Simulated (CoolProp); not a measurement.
CH3F (R41) along the isotherm 151.85 °C: density (kg/m³) from the reference equation and from simpler models built on Tc = 44.1 °C, pc = 59.06 bar, ω = 0.200; each cubic takes its own stable root.

The numbers come from the reference Helmholtz-energy equation of state, Lemmon 2006 in CoolProp. It is a short technical equation, of lower accuracy than the large ones.

```
p (bar)          phase  reference  Redlich-Kwong  Soave-Redlich-Kwong
-------  -------------  ---------  -------------  -------------------
36.9               gas      39.10          39.00                38.31
73.8     supercritical      86.45          86.20                82.54
111      supercritical      143.7          142.6                132.4
148      supercritical          ?          202.6                183.8
185      supercritical      274.2          257.0                    ?
221      supercritical          ?          300.4                272.7
258      supercritical      379.8              ?                    ?
295      supercritical      418.8          365.6                    ?
```

Q: Fill in the missing entries.

A: 
- 148, reference: 208.4
- 185, Soave-Redlich-Kwong: 231.9
- 221, reference: 331.4
- 258, Redlich-Kwong: 336.3
- 258, Soave-Redlich-Kwong: 308.2
- 295, Soave-Redlich-Kwong: 338.2
